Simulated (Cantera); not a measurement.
An isothermal, constant-pressure homogeneous reactor starts with H2 : O2 = 0.043 : 1 (molar parts), equivalence ratio 0.021, at 1325 K and 320 Pa. Integrator tolerance rtol = 1e-08.

Model: the H2/O2 subset of GRI-Mech 3.0, which has no nitrogen chemistry, integrated in Cantera. Radical loss at walls, strong at low pressure, is not modelled. The temperature is held fixed by assumption; the heat of reaction is taken as removed at once.

Q: What does this change do: temperature 1325 to 1425 K?

A: 
| quantity | before | after |
|---|---|---|
| x(H2) at 5.00 s | 6.11e-5 (gas-phase equilibrium 1.03e-7) | 0.000102 (gas-phase equilibrium 5.03e-7) |
| x(O2) at 5.00 s | 0.954 (gas-phase equilibrium 0.958) | 0.952 (gas-phase equilibrium 0.958) |
| x(H2O2) at 5.00 s | 7.45e-9 (gas-phase equilibrium 1.54e-10) | 5.26e-9 (gas-phase equilibrium 3.06e-10) |
| x(OH) at 5.00 s | 0.00136 (gas-phase equilibrium 5.58e-5) | 0.00223 (gas-phase equilibrium 0.000157) |
| x(HO2) at 5.00 s | 1.74e-7 (gas-phase equilibrium 2.28e-8) | 1.57e-7 (gas-phase equilibrium 5.32e-8) |
| x(H) at 5.00 s | 0.000138 (gas-phase equilibrium 9.32e-9) | 0.000257 (gas-phase equilibrium 8.61e-8) |
